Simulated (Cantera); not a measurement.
Gas mixture: C2H4 : C2H6 : CH3OH = 0.3 : 0.96 : 0.28 (molar parts), at 500 Pa, frozen composition.

Cantera's kinetic-theory transport with the Lennard-Jones parameters of GRI-Mech 3.0, ideal gas; thermal conductivity in the mixture-averaged form. Polar gases are described roughly by these parameters. The composition is frozen, though it would react at the higher temperatures.

One state of this run: ρ (kg/m³) = 0.00181; cp (J/kg/K) = 3699; μ (µPa s) = 27.2; λ (mW/m/K) = 133; Pr = 0.757; D (cm²/s) O = 392; D (cm²/s) OH = 384; D (cm²/s) C2H2 = 214. D: mixture-averaged diffusion coefficient of that species in the mixture.

Which value of T (K) does it belong to?
A) 1400
B) 1000
C) 600
D) 1200

B, 1000
